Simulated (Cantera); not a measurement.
Charge: 1 mol AlN, 0.45 mol Br₂, 1.3 mol N₂, equilibrated at 0.133 bar.

These are equilibrium values from Cantera (NASA tables, ideal gas, pure condensed phases), not measurements of a reactor. Candidate condensed phases: Al, AlBr₃, AlN, Br₂; 10 gas species. The numbers say what is thermodynamically allowed, not how fast it happens.

log p: log10 of the partial pressure in bar; n: condensed amount in mol.

| T (°C) | log p N₂ | log p AlBr₃ | log p AlBr | log p Br | log p Al₂Br₆ | n AlN(s) |
|---|---|---|---|---|---|---|
| 1052 | -0.96 | -1.64 | -5.78 | -4.49 | -5.99 | 0.700 |
| 1102 | -0.96 | -1.64 | -5.28 | -4.28 | -6.13 | 0.700 |
| 1152 | -0.96 | -1.64 | -4.80 | -4.08 | -6.26 | 0.700 |
| 1202 | -0.96 | -1.64 | ___ | ___ | ___ | 0.700 |
| 1252 | -0.96 | -1.64 | -3.95 | -3.73 | -6.50 | 0.700 |
| 1302 | -0.96 | -1.65 | ___ | ___ | ___ | 0.699 |
| 1352 | -0.96 | -1.65 | -3.21 | -3.42 | -6.71 | 0.696 |

Task: Some entries are withheld; supply them.

Result: 
- 1302, log p AlBr: -3.57
- 1302, log p Br: -3.57
- 1302, log p Al₂Br₆: -6.60
- 1202, log p AlBr: -4.36
- 1202, log p Br: -3.90
- 1202, log p Al₂Br₆: -6.38
